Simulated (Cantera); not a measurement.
Nitride etching: BN + HCl + H₂ + NF₃

A closed system holds: 1 mol BN, 91 mol HCl, 0.35 mol H₂, 2.4 mol NF₃, at 0.100 bar.

These are equilibrium values from Cantera (NASA tables, ideal gas, pure condensed phases), not measurements of a reactor. Candidate condensed phases: B, BN, NH₄Cl; 40 gas species. The tables' values for BF₂, BClF, BCl₂, BCl are old estimates; treat these amounts as uncertain. Gases not in the tables: BHCl₂. The numbers say what is thermodynamically allowed, not how fast it happens.

From 1550 K to 2050 K nothing is condensed. The main B-bearing gas is BF₃ throughout.

```
T (K)  x HCl    x Cl    x HF    x N₂    x BF₃
-----  -----  ------  ------  ------  -------
1550   0.900  0.0217  0.0433  0.0175   0.0102
1600   0.898  0.0253  0.0433  0.0175   0.0102
1650   0.897  0.0284  0.0434  0.0174   0.0101
1700   0.895  0.0309  0.0435  0.0174   0.0101
1750   0.894  0.0328  0.0436  0.0174  0.01000
1800   0.892  0.0345  0.0439  0.0174  0.00988
1850   0.890  0.0362  0.0442  0.0174  0.00972
1900   0.887  0.0385  0.0446  0.0173  0.00950
1950   0.882  0.0418  0.0452  0.0173  0.00918
2000   0.874  0.0462  0.0458  0.0173  0.00874
2050   0.865  0.0520  0.0466  0.0172  0.00817
```
x: gas mole fraction; nothing condenses.
